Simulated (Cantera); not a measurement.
SiO2 + H2 + N2 (hydrogen reduction and annealing atmospheres)

A closed system holds: 1 mol SiO2, 3.4 mol H2, 2 mol N2, at 0.100 bar.

Equilibrium computed with Cantera from the NASA thermochemical tables; the gas is ideal and each condensed phase is pure. Candidate condensed phases: H2O, Si, SiO2, Si2N2O, Si3N4; 35 gas species. N2 is the only nitrogen source here; it is nearly inert below about 1500 K, so the nitride shown seldom forms there in practice. Mutual solubility and eutectic melting of coexisting phases are not modelled. The tables hold silica as quartz up to 1696 K and as liquid above; real silica turns to tridymite and cristobalite and melts near 1996 K. Equilibrium is a limit: real reactors are often held back by kinetics, nucleation or transport.

From 1173 K to 1523 K the condensed part is SiO2(β-quartz) + Si2N2O(s). From 1573 K to 1623 K the condensed part is SiO2(β-quartz).

```csv
T (K),x H2,x N2,x SiO,x H2O,x H,x NH3,x OH,n SiO2(β-quartz),n Si2N2O(s)
1173,0.630,0.370,8.44e-10,6.56e-5,2.96e-7,6.61e-6,<1e-12,1.000,0.000118
1223,0.630,0.370,7.06e-9,7.79e-5,7.54e-7,5.23e-6,<1e-12,1.000,0.000140
1273,0.630,0.370,4.98e-8,9.11e-5,1.79e-6,4.21e-6,2.98e-12,1.000,0.000164
1323,0.630,0.370,3.02e-7,0.000105,3.98e-6,3.44e-6,9.62e-12,1.000,0.000189
1373,0.630,0.370,1.61e-6,0.000120,8.36e-6,2.86e-6,2.85e-11,1.000,0.000214
1423,0.629,0.370,7.56e-6,0.000136,1.67e-5,2.40e-6,7.81e-11,0.999,0.000231
1473,0.629,0.370,3.19e-5,0.000152,3.17e-5,2.04e-6,2.00e-10,0.999,0.000217
1523,0.629,0.370,0.000122,0.000170,5.80e-5,1.76e-6,4.81e-10,0.999,8.48e-5
1573,0.629,0.370,0.000284,0.000284,0.000102,1.52e-6,1.66e-9,0.998,0
1623,0.629,0.370,0.000535,0.000535,0.000173,1.33e-6,6.18e-9,0.997,0
```
x: gas mole fraction; n: condensed amount in mol.
